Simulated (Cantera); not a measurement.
Input (Python, Cantera) and output of one run.

```python
import numpy as np
import cantera as ct

gas_names = [...]  # 113 gases of nasa_gas.yaml made of C, F, H, Si
cond_names = """
    C(gr) C6H6(L) C7H8(L) C8H18(L),n-octa Si(cr) Si(L) SiC(b)
""".split()


# ... load() reads the species with a 1 bar reference pressure and builds the phases ...
atoms = {
    'c-C4F8': {'C': 4, 'F': 8},
    'Si': {'Si': 1},
    'H2': {'H': 2},
}
top_T = {'C(gr)': 4500, 'SiC(b)': 3050}  # K; cautious upper limits of use, not melting points


# ... equilibrate(T, P, feed) seeds the gas with the atoms and calls Mixture.equilibrate('TP', solver="vcs", rtol=1e-11, max_steps=5000) ...
results = []
feed = {'c-C4F8': 1, 'Si': 0.05, 'H2': 2.8}  # mol
P = 1000  # Pa
for T in [1848, 1898, 1948, 1998, 2048, 2098, 2148, 2198]:
    mix = equilibrate(T, P, feed)
    results.append((T, P, feed, dict(zip(mix.species_names, mix.species_moles))))

top = {s: max(r[3][s] / sum(r[3][g] for g in gas_names) for r in results) for s in gas_names}
cols = sorted((s for s in top if top[s] > 0.001), key=lambda s: -top[s])[:8]
seen = [c for c in cond_names if any(r[3].get(c, 0) > 1e-12 for r in results)]
print("log10 of partial pressures in bar; condensed amounts in mol")
print(f"{'T/K':>10s}" + "".join(f"{s[:9]:>10s}" for s in cols + seen))
for T, P, feed, n in results:
    ng = sum(n[g] for g in gas_names)
    print(f"{T:10.4g}" + "".join(f"{np.log10(max(n[s] / ng * P / 1e5, 1e-99)):10.3f}" for s in cols)
          + "".join(f"{n.get(c, 0):10.4g}" for c in seen))
```

Result:

```
log10 of partial pressures in bar; condensed amounts in mol
       T/K        HF       CF4         F       CF2      SiF4       CF3     C(gr)
      1848    -2.047    -3.083    -4.399    -4.087    -4.097    -5.333      3.43
      1898    -2.049    -3.102    -4.167    -3.891    -4.099    -5.179     3.419
      1948    -2.052    -3.132    -3.951    -3.711    -4.102    -5.043     3.405
      1998    -2.056    -3.176    -3.749    -3.548    -4.106    -4.925     3.386
      2048    -2.062    -3.241    -3.563    -3.405    -4.112    -4.830     3.364
      2098    -2.070    -3.335    -3.394    -3.285    -4.119    -4.764     3.341
      2148    -2.078    -3.468    -3.243    -3.192    -4.128    -4.734     3.324
      2198    -2.088    -3.649    -3.113    -3.131    -4.138    -4.746     3.321
```

Method: chemical equilibrium by Gibbs-energy minimisation in Cantera with the NASA 1993 tables (ideal gas, pure condensed phases). The feed counts by its element totals alone. Gases not in the tables: C2F6 and larger saturated fluorocarbons.
